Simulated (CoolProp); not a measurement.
Properties of methane along the isotherm 171.4 K (Tc = 190.6 K, pc = 4.599 MPa, ω = 0.011).

The numbers come from the reference Helmholtz-energy equation of state, Setzmann 1991 in CoolProp.

```
p (MPa)   phase  density (kg/m³)  cv (kJ/(kg K))  isothermal compressibility (1/MPa)  fugacity coefficient
-------  ------  ---------------  --------------  ----------------------------------  --------------------
1.28        gas            16.81           1.679                              0.9313                0.8747
2.56     liquid            307.1           1.911                             0.02187                0.7284
3.83     liquid            314.6           1.897                             0.01664                0.5097
5.11     liquid            320.7           1.889                             0.01360                0.3998
6.39     liquid            325.9           1.886                             0.01158                0.3343
7.67     liquid            330.5           1.884                             0.01013                0.2910
8.94     liquid            334.5           1.884                            0.009037                0.2606
10.2     liquid            338.1           1.885                            0.008184                0.2383
11.5     liquid            341.6           1.886                            0.007470                0.2206
```
